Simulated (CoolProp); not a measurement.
Saturation properties of propylene (Tc = 364.2 K, pc = 4.555 MPa, ω = 0.146).

Computed with CoolProp (reference Helmholtz-energy equation of state, Lemmon 2013).

```csv
T (K),p (MPa),vapour density (kg/m³),liquid cp (kJ/(kg K)),liquid conductivity (mW/(m K))
289.9,0.9344,19.63,2.582,115
294.1,1.042,21.94,2.624,113
298.3,1.159,24.48,2.671,111
302.5,1.285,27.26,2.722,109
306.7,1.420,30.33,2.779,107
310.9,1.566,33.71,2.843,105
315.1,1.722,37.44,2.916,102
319.3,1.890,41.58,2.999,100
323.5,2.069,46.18,3.096,97.9
327.7,2.261,51.33,3.213,95.6
331.9,2.465,57.12,3.355,93.3
336.1,2.683,63.69,3.534,91.0
340.4,2.920,71.44,3.776,88.6
344.6,3.167,80.29,4.106,86.2
348.8,3.430,90.88,4.603,83.8
```

It boils at 225.5 K under 1 atm.

Thermal conductivity comes from a separate model (Huber 2003), an estimate that may be off by 10 % or more.
